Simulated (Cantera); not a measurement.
What does this Cantera script print?

```python
import numpy as np
import cantera as ct

gas = ct.Solution("gri30.yaml")
gas.TPX = 1175, 2666, {'H2': 0.045, 'O2': 1}
reactor = ct.IdealGasConstPressureReactor(gas, energy="off", clone=False)
net = ct.ReactorNet([reactor])
net.rtol, net.atol = 1e-08, 1e-18
show = ['H2', 'O2', 'H', 'HO2', 'O', 'OH', 'H2O2']
times = np.geomspace(0.0001, 6, 11)

steps = ct.SolutionArray(gas, extra=["t"])
rows = []
print(f"{'t/s':>10s}{'T/K':>9s}{'P/Pa':>11s}" + "".join(f"{s:>11s}" for s in show))
for t in times:
    while net.time < t:
        t_next = net.step()
        steps.append(gas.state, t=t_next)
    rows.append([np.interp(t, steps.t, y) for y in (steps.T, steps.P, *steps(*show).X.T)])
    print(f"{t:10.3e}{rows[-1][0]:9.1f}{rows[-1][1]:11.4g}" + "".join(f"{x:11.3e}" for x in rows[-1][2:]))
rate = np.gradient(steps.T, steps.t)
print("integrator steps:", len(steps.t))
if steps.T.max() > steps.T[0] + 200:
    print(f"time of steepest temperature rise: {steps.t[rate.argmax()]:.4e} s")
gas.TPX = 1175, 2666, {'H2': 0.045, 'O2': 1}
gas.equilibrate("TP")
print(f"equilibrium (TP): T = {gas.T:.1f} K  " + "  ".join(f"{s} {gas[s].X[0]:.3e}" for s in show))
```

It prints:

```
       t/s      T/K       P/Pa         H2         O2          H        HO2          O         OH       H2O2
 1.000e-04   1175.0       2666  4.306e-02  9.569e-01  3.114e-09  4.703e-09  5.050e-09  3.698e-09  1.305e-12
 3.005e-04   1175.0       2666  4.306e-02  9.569e-01  3.521e-08  1.470e-08  8.046e-08  5.216e-08  1.193e-11
 9.029e-04   1175.0       2666  4.291e-02  9.568e-01  3.198e-05  6.772e-07  7.517e-05  4.807e-05  4.914e-10
 2.713e-03   1175.0       2666  7.743e-04  9.270e-01  5.781e-03  6.829e-06  2.551e-02  2.871e-03  1.747e-07
 8.152e-03   1175.0       2666  3.990e-04  9.384e-01  2.577e-03  5.813e-06  1.573e-02  2.111e-03  1.562e-07
 2.449e-02   1175.0       2666  1.325e-04  9.502e-01  4.764e-04  3.848e-06  5.120e-03  1.214e-03  1.420e-07
 7.360e-02   1175.0       2666  2.283e-05  9.549e-01  3.431e-05  1.542e-06  8.871e-04  5.072e-04  9.102e-08
 2.212e-01   1175.0       2666  3.129e-06  9.558e-01  1.802e-06  3.927e-07  1.241e-04  1.907e-04  3.848e-08
 6.645e-01   1175.0       2666  4.898e-07  9.559e-01  1.158e-07  8.558e-08  1.988e-05  7.653e-05  1.265e-08
 1.997e+00   1175.0       2666  9.743e-08  9.560e-01  1.059e-08  2.097e-08  4.034e-06  3.450e-05  3.841e-09
 6.000e+00   1175.0       2666  2.377e-08  9.560e-01  1.304e-09  7.633e-09  9.980e-07  1.716e-05  1.179e-09
integrator steps: 1666
equilibrium (TP): T = 1175.0 K  H2 2.074e-09  O2 9.560e-01  H 3.442e-11  HO2 8.434e-09  O 8.801e-08  OH 5.090e-06  H2O2 1.339e-10
```

Model: GRI-Mech 3.0 (53 species, 325 reactions), integrated in Cantera. Radical loss at walls, strong at low pressure, is not modelled. The temperature is held fixed by assumption; the heat of reaction is taken as removed at once.
